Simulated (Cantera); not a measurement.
# Gas activation for diamond growth

An isothermal, constant-pressure homogeneous reactor starts with 4.65 % CH4, 94.8 % H2, 0.531 % N2, at 2050 K and 5200 Pa.

Computed with Cantera and GRI-Mech 3.0 (53 species, 325 reactions). GRI-Mech 3.0 stops at C3 and has no aromatics, soot or wall deposition, so with more carbon than oxygen in the feed, carbon stays in small species such as C2H2 where larger ones or solid carbon would form.

| t (s) | x CH4 | x H2 | x H | x C2H | x CH3 | x CH2 | x C2H6 |
|---|---|---|---|---|---|---|---|
| 3.00e-5 | 0.0464 | 0.948 | 0.000110 | <1e-12 | 0.000105 | 1.13e-8 | 5.98e-9 |
| 8.66e-5 | 0.0461 | 0.948 | 0.000318 | <1e-12 | 0.000302 | 1.14e-7 | 9.01e-8 |
| 0.000250 | 0.0455 | 0.947 | 0.000915 | 5.16e-11 | 0.000858 | 9.59e-7 | 8.31e-7 |
| 0.000721 | 0.0434 | 0.946 | 0.00257 | 1.09e-8 | 0.00229 | 6.37e-6 | 4.58e-6 |
| 0.00208 | 0.0343 | 0.947 | 0.00531 | 4.47e-7 | 0.00373 | 1.87e-5 | 7.91e-6 |
| 0.00600 | 0.0175 | 0.956 | 0.00655 | 1.89e-6 | 0.00233 | 1.61e-5 | 2.63e-6 |
| 0.0173 | 0.00569 | 0.962 | 0.00774 | 3.36e-6 | 0.000894 | 8.49e-6 | 3.35e-7 |
| 0.0500 | 0.00145 | 0.963 | 0.00897 | 4.37e-6 | 0.000264 | 3.16e-6 | 2.56e-8 |
| 0.144 | 0.000389 | 0.963 | 0.00965 | 4.83e-6 | 7.63e-5 | 1.01e-6 | 2.01e-9 |
| 0.416 | 0.000135 | 0.963 | 0.00982 | 4.95e-6 | 2.68e-5 | 3.64e-7 | 2.65e-10 |
| 1.20 | 8.50e-5 | 0.963 | 0.00983 | 4.96e-6 | 1.70e-5 | 2.31e-7 | 1.20e-10 |
| 3.47 | 8.29e-5 | 0.963 | 0.00983 | 4.96e-6 | 1.65e-5 | 2.25e-7 | 1.16e-10 |
| 10.0 | 8.29e-5 | 0.963 | 0.00983 | 4.96e-6 | 1.65e-5 | 2.25e-7 | 1.16e-10 |
x: mole fraction; the columns are a selection and need not sum to one.

Equilibrium at this temperature and pressure: CH4 7.83e-5, H2 0.963, H 0.00983, C2H 4.40e-6, CH3 1.56e-5, CH2 2.13e-7, C2H6 1.03e-10 (gas phase only).
